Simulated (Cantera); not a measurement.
# Abatement and gas-phase synthesis: SO2 + H2O

A closed system holds: 1 mol SO2, 0.96 mol H2O, equilibrated at 10.0 mbar.

Equilibrium computed with Cantera from the NASA thermochemical tables; the gas is ideal and each condensed phase is pure. Candidate condensed phases: H2O, H2SO4, S; 19 gas species. Kinetics and transport are ignored.

| T (K) | x SO2 | x H2O | x H | x O | x SO | x O2 | x OH | x H2 | x S |
|---|---|---|---|---|---|---|---|---|---|
| 2423 | 0.387 | 0.329 | 0.0431 | 0.0221 | 0.0603 | 0.0509 | 0.0454 | 0.0590 | 0.00245 |
| 2473 | 0.362 | 0.300 | 0.0568 | 0.0305 | 0.0713 | 0.0581 | 0.0527 | 0.0648 | 0.00359 |
| 2523 | 0.333 | 0.268 | 0.0734 | 0.0414 | 0.0830 | 0.0651 | 0.0600 | 0.0698 | 0.00515 |
| 2573 | 0.302 | 0.235 | 0.0932 | 0.0550 | 0.0948 | 0.0716 | 0.0669 | 0.0736 | 0.00726 |
| 2623 | 0.269 | 0.200 | 0.116 | 0.0718 | 0.106 | 0.0773 | 0.0727 | 0.0757 | 0.0100 |
| 2673 | 0.234 | 0.166 | 0.141 | 0.0919 | 0.117 | 0.0816 | 0.0772 | 0.0758 | 0.0136 |
| 2723 | 0.200 | 0.133 | 0.168 | 0.115 | 0.126 | 0.0843 | 0.0797 | 0.0737 | 0.0182 |
| 2773 | 0.166 | 0.103 | 0.196 | 0.142 | 0.132 | 0.0850 | 0.0799 | 0.0695 | 0.0238 |
| 2823 | 0.135 | 0.0770 | 0.223 | 0.172 | 0.136 | 0.0835 | 0.0778 | 0.0634 | 0.0306 |
x: gas mole fraction; nothing condenses.

From 2423 K to 2823 K nothing is condensed.
